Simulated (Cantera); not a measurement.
Feed: 1 mol (CH3)2SiCl2, 0.0093 mol C2H4, 220 mol H2, equilibrated at 2273 K and 1.33 mbar.

Cantera equilibrium calculation (NASA polynomials, part measured and part estimated; ideal gas, pure solids and liquids). The feed counts by its element totals alone. The numbers say what is thermodynamically allowed, not how fast it happens.

| species | before | after |
|---|---|---|
| H2 | 0.782 | 0.904 |
| H | 0.203 | 0.0799 |
| HCl | 0.00671 | 0.00798 |
| Si | 0.00347 | 0.00346 |
| SiH2 | 2.05e-6 | 1.78e-5 |
| Si2C | 1.23e-5 | 9.20e-5 |
| SiCl | 8.97e-6 | 2.71e-5 |
| SiH | 4.32e-5 | 0.000127 |
| C2H | 3.23e-5 | 1.27e-5 |
| Cl | 0.00126 | 0.000509 |
| C(graphite), mol | 0.290 | 0.181 |
Gas species are given as mole fractions.

What was changed between the two runs?
A) temperature from 2273 K to 1225 K
B) pressure from 1.33 mbar to 10.0 mbar
C) (CH3)2SiCl2 replaced by SiH2Cl2
D) pressure from 1.33 mbar to 0.650 bar

B, pressure from 1.33 mbar to 10.0 mbar. The tables' values for SiCl are old estimates; treat these amounts as uncertain. Gases not in the tables: Si2H6 and higher silanes
